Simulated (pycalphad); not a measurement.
Effect of B content in Ti-Hf-B

Source of the numbers: pycalphad with the COST 507 light-alloy database (1999); pressure 1 atm. The data set is of 1999 and partly superseded. Amounts are mole fractions of atoms. Kinetics are ignored, which matters at the lower temperatures.

Task: One of these alloys has its liquidus at 1648 °C, its solidus at 1541 °C, and holds HCP_A3 0.98, BM 0.02 at 327 °C. Which?
(A) Ti-3.853Hf-0.08806B (wt.%)
(B) Ti-3.865Hf-0.1767B (wt.%)
(C) Ti-3.846Hf-0.03296B (wt.%)
(D) Ti-3.859Hf-0.1323B (wt.%)
(E) Ti-3.847Hf-0.04396B (wt.%)

Result: B, Ti-3.865Hf-0.1767B (wt.%). The others: Ti-3.846Hf-0.03296B (wt.%), liquidus 1662, solidus 1576; Ti-3.847Hf-0.04396B (wt.%), liquidus 1661, solidus 1551; Ti-3.853Hf-0.08806B (wt.%), liquidus 1657, solidus 1541; Ti-3.859Hf-0.1323B (wt.%), liquidus 1653, solidus 1541

Database names, with the compositions (at.%) that they take in these runs: BM: Ti 50 B 50. HCP_A3 is hcp.
